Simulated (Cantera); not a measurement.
Carbothermic reduction: CuO + C + CO + CH₄

A closed system holds: 1 mol CuO, 3.8 mol C, 0.87 mol CO, 1.4 mol CH₄, held at 1580 Torr.

Method: chemical equilibrium by Gibbs-energy minimisation in Cantera with the NASA 1993 tables (ideal gas, pure condensed phases). Candidate condensed phases: C, C₆H₆, C₇H₈, C₈H₁₈, Cu, CuO, Cu(OH)₂, Cu₂O, H₂O; 113 gas species. Rates play no part.

From 1425 K to 2225 K the condensed part is C(graphite) + Cu(l). The main Cu-bearing gas is Cu throughout.

| T (K) | x H₂ | x CO | x Cu | x H | x CH₄ | n C(graphite) | n Cu(l) |
|---|---|---|---|---|---|---|---|
| 1425 | 0.595 | 0.400 | 1.03e-6 | 3.63e-6 | 0.00280 | 4.20 | 1.000 |
| 1525 | 0.597 | 0.400 | 5.92e-6 | 1.26e-5 | 0.00171 | 4.20 | 1.000 |
| 1625 | 0.598 | 0.400 | 2.72e-5 | 3.76e-5 | 0.00110 | 4.20 | 1.000 |
| 1725 | 0.598 | 0.400 | 0.000104 | 9.91e-5 | 0.000751 | 4.20 | 1.000 |
| 1825 | 0.598 | 0.400 | 0.000343 | 0.000235 | 0.000533 | 4.20 | 0.998 |
| 1925 | 0.598 | 0.400 | 0.000993 | 0.000510 | 0.000392 | 4.20 | 0.995 |
| 2025 | 0.596 | 0.399 | 0.00258 | 0.00103 | 0.000297 | 4.19 | 0.988 |
| 2125 | 0.593 | 0.398 | 0.00611 | 0.00193 | 0.000230 | 4.19 | 0.971 |
| 2225 | 0.587 | 0.394 | 0.0133 | 0.00342 | 0.000180 | 4.18 | 0.936 |
x: gas mole fraction; n: condensed amount in mol.
